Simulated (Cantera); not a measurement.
Feed: 1 mol MgCO3, 0.65 mol SO3, 0.24 mol CO2, at 1375 K and 0.840 bar.

These are equilibrium values from Cantera (NASA tables, ideal gas, pure condensed phases), not measurements of a reactor. Candidate condensed phases: C, Mg, MgCO3, MgO, MgS, MgSO4, S; 26 gas species. Rates play no part.

Base state: CO2 0.562, SO2 0.287, O2 0.144, SO3 0.00749 (mole fractions); condensed: MgO(s).

Q: What changes in the equilibrium state with this change: MgCO3 replaced by FeS?

A: 
| species | before | after |
|---|---|---|
| SO2 | 0.287 | 0.705 |
| CO2 | 0.562 | 0.209 |
| S2 | <1e-9 | 0.0703 |
| O2 | 0.144 | <1e-9 |
| S2O | <1e-9 | 0.00564 |
| COS | <1e-9 | 0.000431 |
| SO | 3.21e-8 | 0.00160 |
| MgO(s), mol | 1.00 | 0 |
| FeS(s), mol | 0 | 0.703 |
| Fe3O4(s), mol | 0 | 0.0990 |
Mutual solubility and eutectic melting of coexisting phases are not modelled. FeS: taken at fixed stoichiometry. Further candidate phases: Fe, Fe(CO)5, FeO, FeS, FeSO4, FeS2, Fe2O3, Fe2(SO4)3, Fe3O4.
